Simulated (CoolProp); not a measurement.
Vapour-liquid equilibrium of ethane (1) + n-butane (2) at 209.8 K; x and y are mole fractions of (1).

The numbers come from the multi-fluid Helmholtz-energy mixture model, Bücker 2006 and Bücker 2006; pair parameters Kunz 2012 in CoolProp.

Question: Give the bubble pressure and the first vapour's composition at x = 0.15, 0.25, 0.45. Is there an azeotrope?

Answer: x = 0.15: 0.05130 MPa, y = 0.932; x = 0.25: 0.08430 MPa, y = 0.963; x = 0.45: 0.1510 MPa, y = 0.984. No azeotrope shows between x = 0.05 and 0.95.

The pair parameters rest on a limited set of measurements; away from them the model extrapolates.
